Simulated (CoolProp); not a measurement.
A simple Rankine cycle with chloromethane (R40): condensing at 303.15 K, boiler at 6.1 MPa, turbine inlet 450.3 K, turbine efficiency 0.65, pump efficiency 0.6, no recuperator. Each further row changes one setting.

Model: reference Helmholtz-energy equation of state, Thol 2014, in CoolProp.

```
case                             thermal efficiency (%)  net work (kJ/kg)  heat in (kJ/kg)  turbine exit temperature (K)  volume ratio over the turbine
-------------------------------  ----------------------  ----------------  ---------------  ----------------------------  -----------------------------
as stated                                          13.0              56.5              435                         313.4                           8.16
turbine inlet 470.3 K                              13.6              63.6              467                         337.7                           8.04
condensing temperature 295.15 K                    14.0              62.5              448                         303.0                           10.1
boiler pressure 4.27 MPa                           12.2              57.1              467                         344.2                           5.66
turbine efficiency 0.55                            10.6              46.3              435                         323.3                           8.53
```
